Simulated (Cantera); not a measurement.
## Thermodynamics of boron, boron nitride and boron oxide, feed BF₃ + H₂O + O₂

Feed: 1 mol BF₃, a varied amount of H₂O, 0.1 mol O₂, equilibrated at 2150 K and 10.0 mbar.

Method: chemical equilibrium by Gibbs-energy minimisation in Cantera with the NASA 1993 tables (ideal gas, pure condensed phases). Candidate condensed phases: B, B₂O₃, B₃O₃H₃, H₂O; 43 gas species. The tables' values for BF₂ are old estimates; treat these amounts as uncertain. Equilibrium is a limit: real reactors are often held back by kinetics, nucleation or transport.

```
n(H₂O) (mol)  log p H₂O  log p HF  log p BOF  log p HBO₂  log p H₂  log p O₂  log p OH
------------  ---------  --------  ---------  ----------  --------  --------  --------
1.1               -3.62     -2.20      -2.52       -4.31     -4.94     -3.54     -4.42
2.9               -2.52     -2.36      -2.83       -3.37     -3.79     -3.62     -3.89
4.6               -2.36     -2.46      -3.03       -3.31     -3.62     -3.65     -3.81
6.4               -2.28     -2.55      -3.20       -3.31     -3.53     -3.66     -3.78
8.1               -2.23     -2.62      -3.34       -3.33     -3.48     -3.66     -3.76
9.9               -2.20     -2.68      -3.46       -3.36     -3.45     -3.67     -3.74
12                -2.18     -2.75      -3.58       -3.39     -3.42     -3.67     -3.73
13                -2.17     -2.77      -3.63       -3.41     -3.41     -3.67     -3.73
15                -2.15     -2.82      -3.73       -3.44     -3.40     -3.67     -3.72
```
log p: log10 of the partial pressure in bar; nothing condenses.

From 1.1 mol H₂O to 15 mol H₂O nothing is condensed. The main B-bearing gas is BOF at 1.1 mol H₂O and HBO₂ at 15 mol H₂O.
